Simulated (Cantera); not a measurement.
Input: 1 mol CH3SiH3, 0.92 mol HCl, 1400 mol H2, held at 2100 Pa.

Cantera equilibrium calculation (NASA polynomials, part measured and part estimated; ideal gas, pure solids and liquids). Candidate condensed phases: C, C6H6, C7H8, C8H18, Si, SiC; 109 gas species. The feed counts by its element totals alone. Gases not in the tables: Si2H6 and higher silanes. Equilibrium is a limit: real reactors are often held back by kinetics, nucleation or transport.

Question: What share of the Si ends up in condensed phases as a function of T (°C), at 1675, 1750, 1825, 1900, 1975, 2050, 2125?

Answer: 
```csv
T (°C),Si condensed (%),as
1675,77.1,SiC(s)
1750,41.3,SiC(s)
1825,0.0,-
1900,0.0,-
1975,0.0,-
2050,0.0,-
2125,0.0,-
```
